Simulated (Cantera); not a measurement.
**Titanium nitride, carbide and oxide coatings: Ti(OiPr)₄ + H₂O + H₂**

Charge: 1 mol Ti(OiPr)₄, 5.9 mol H₂O, 1.4 mol H₂, equilibrated at 1900 Pa.

Equilibrium computed with Cantera from the NASA thermochemical tables; the gas is ideal and each condensed phase is pure. Candidate condensed phases: C, C₆H₆, C₇H₈, C₈H₁₈, H₂O, Ti, TiC, TiO, TiO₂, Ti₂O₃, Ti₃O₅, Ti₄O₇; 113 gas species. The feed counts by its element totals alone. TiC: taken at fixed stoichiometry. Condensed phases not in the tables: Magnéli phases beyond Ti₄O₇. Rates play no part.

```tsv
T (K)	x H₂	x CO	x H	x H₂O	x CH₄	x CO₂	n C(graphite)	n TiO₂(rutile)	n Ti₄O₇(s)	n Ti₃O₅(s)	n TiC(s)
1050	0.729	0.270	5.02e-8	0.000678	0.000578	0.000295	4.11	1.00	0	0	0
1150	0.723	0.277	4.60e-7	0.000178	0.000232	5.73e-5	3.85	0	0.250	0	0
1250	0.721	0.279	2.98e-6	5.75e-5	0.000109	1.42e-5	3.77	0	0	0.333	0
1350	0.683	0.317	1.43e-5	2.36e-5	5.10e-5	5.58e-6	1.10	0	0	0	1.00
1450	0.683	0.317	5.67e-5	1.03e-5	2.92e-5	2.01e-6	1.10	0	0	0	1.00
1550	0.682	0.317	0.000189	4.98e-6	1.80e-5	8.29e-7	1.10	0	0	0	1.00
1650	0.682	0.317	0.000544	2.65e-6	1.18e-5	3.83e-7	1.10	0	0	0	1.00
1750	0.681	0.317	0.00139	1.51e-6	8.06e-6	1.94e-7	1.09	0	0	0	1.00
```
x: gas mole fraction; n: condensed amount in mol.

At 1050 K the condensed part is C(graphite) + TiO₂(rutile). At 1150 K the condensed part is C(graphite) + Ti₄O₇(s). At 1250 K the condensed part is C(graphite) + Ti₃O₅(s). From 1350 K to 1750 K the condensed part is C(graphite) + TiC(s).
